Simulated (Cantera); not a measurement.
## Al + HCl + H2 (chemical vapour transport)

Feed: 1 mol Al, a varied amount of HCl, 0.048 mol H2, at 13.3 mbar.

Method: chemical equilibrium by Gibbs-energy minimisation in Cantera with the NASA 1993 tables (ideal gas, pure condensed phases). Candidate condensed phases: Al, AlCl3; 12 gas species. The tables' values for AlCl2 are old estimates. Kinetics and transport are ignored.

### Question
Map the stable condensed phases over T = 950, 1025, 1100, 1175, 1250, 1325, 1400, 1475, 1550, 1625 K and n(HCl) in mol = 0.096, 0.21, 0.32, 0.43, 0.54, 0.66, 0.77, 0.88, 0.99, 1.1, 1.2.

### Answer
```
T in K \ n(HCl) in mol
         0.096  0.21  0.32  0.43  0.54  0.66  0.77  0.88  0.99   1.1   1.2
   1625      A     A     A     A     A     A     A     A     A     B     B
   1550      A     A     A     A     A     A     A     A     A     B     B
   1475      A     A     A     A     A     A     A     A     A     B     B
   1400      A     A     A     A     A     A     A     A     A     B     B
   1325      A     A     A     A     A     A     A     A     A     B     B
   1250      A     A     A     A     A     A     A     A     A     A     B
   1175      A     A     A     A     A     A     A     A     A     A     A
   1100      A     A     A     A     A     A     A     A     A     A     A
   1025      A     A     A     A     A     A     A     A     A     A     A
    950      A     A     A     A     A     A     A     A     A     A     A
```
A: Al; B: gas only.
